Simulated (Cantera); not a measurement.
An isothermal, constant-pressure homogeneous reactor starts with CH₄ : H₂ = 1 : 2 (molar parts), at 1473 K and 0.0160 bar. Integrator tolerance rtol = 1e-08.

Detailed kinetics in Cantera: GRI-Mech 3.0 (53 species, 325 reactions). GRI-Mech 3.0 stops at C3 and has no aromatics, soot or wall deposition, so with more carbon than oxygen in the feed, carbon stays in small species such as C2H2 where larger ones or solid carbon would form. Radical loss at walls, strong at low pressure, is not modelled.

```tsv
quantity	before	after
x(CH₄) at 30.0 s	0.100 (gas-phase equilibrium 0.00519)	0.197 (gas-phase equilibrium 0.000237)
x(H₂) at 30.0 s	0.812 (gas-phase equilibrium 0.872)	0.751 (gas-phase equilibrium 0.874)
x(CH₃) at 30.0 s	0.000144 (gas-phase equilibrium 1.13e-5)	0.000829 (gas-phase equilibrium 2.43e-6)
x(C₂H₄) at 30.0 s	0.000631 (gas-phase equilibrium 0.000634)	0.00158 (gas-phase equilibrium 2.92e-5)
x(H) at 30.0 s	5.77e-5 (gas-phase equilibrium 9.40e-5)	0.000158 (gas-phase equilibrium 0.000444)
x(C₂H) at 30.0 s	9.78e-9 (gas-phase equilibrium 2.10e-8)	1.65e-8 (gas-phase equilibrium 1.01e-7)
x(C₂H₂) at 30.0 s	0.0867 (gas-phase equilibrium 0.122)	0.0495 (gas-phase equilibrium 0.125)
```

### Question
What was changed between the two runs?
A. temperature 1473 to 1375 K
B. H2 2 to 14 parts
C. pressure from 0.0160 bar to 1.01 bar
D. pressure from 0.0160 bar to 0.000720 bar

### Answer
D, pressure from 0.0160 bar to 0.000720 bar
